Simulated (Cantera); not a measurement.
## Adiabatic ignition

An adiabatic, constant-volume homogeneous reactor starts with CH₄ : O₂ : N₂ = 1 : 1.43 : 5.37 (molar parts), equivalence ratio 1.4, at 950 K and 9.87 atm.

Model: GRI-Mech 3.0 (53 species, 325 reactions), integrated in Cantera. Below about 1000 K GRI-Mech 3.0 lacks low-temperature oxidation paths.

```
t (s)     T (K)  P (bar)     x CH₄      x O₂    x H₂O₂    x C₂H₆       x H     x CH₂      x H₂
--------  -----  -------  --------  --------  --------  --------  --------  --------  --------
2.00e-6     950     10.0     0.128     0.183    <1e-12    <1e-12    <1e-12    <1e-12    <1e-12
4.51e-6     950     10.0     0.128     0.183    <1e-12    <1e-12    <1e-12    <1e-12    <1e-12
1.02e-5     950     10.0     0.128     0.183    <1e-12    <1e-12    <1e-12    <1e-12    <1e-12
2.30e-5     950     10.0     0.128     0.183  3.12e-12    <1e-12    <1e-12    <1e-12    <1e-12
5.18e-5     950     10.0     0.128     0.183  1.59e-11    <1e-12    <1e-12    <1e-12    <1e-12
0.000117    950     10.0     0.128     0.183  7.91e-11    <1e-12    <1e-12    <1e-12  1.25e-12
0.000264    950     10.0     0.128     0.183  3.91e-10  7.75e-12    <1e-12    <1e-12  7.23e-12
0.000595    950     10.0     0.128     0.183   1.86e-9  9.96e-11    <1e-12    <1e-12  4.73e-11
0.00134     950     10.0     0.128     0.183   8.24e-9   1.42e-9    <1e-12    <1e-12  3.61e-10
0.00303     950     10.0     0.128     0.183   3.11e-8   2.04e-8  1.07e-12    <1e-12   2.97e-9
0.00684     950     10.0     0.128     0.183   8.60e-8   1.76e-7  2.29e-12    <1e-12   1.85e-8
0.0154      950     10.0     0.128     0.183   1.59e-7   7.85e-7  3.47e-12    <1e-12   7.60e-8
0.0348      950     10.0     0.128     0.183   2.72e-7   2.75e-6  6.23e-12    <1e-12   2.87e-7
0.0786      951     10.0     0.128     0.183   6.90e-7   1.07e-5  1.92e-11    <1e-12   1.46e-6
0.177       955     10.1     0.128     0.183   7.02e-6   8.16e-5  2.91e-10    <1e-12   2.30e-5
0.400      2823     32.0  8.01e-11  0.000185   1.80e-7    <1e-12   0.00371  1.09e-11    0.0555
```
x: mole fraction; the columns are a selection and need not sum to one.

The time of steepest temperature rise is 0.228 s and the temperature at 0.400 s comes out as 2823 K. The equilibrium temperature is 2823 K, the x(CH₄) at 0.400 s is 8.01e-11 (gas-phase equilibrium 9.04e-11) and the x(O₂) at 0.400 s comes out as 0.000185 (gas-phase equilibrium 0.000185). The x(H₂O₂) at 0.400 s is 1.80e-7 (gas-phase equilibrium 1.80e-7).
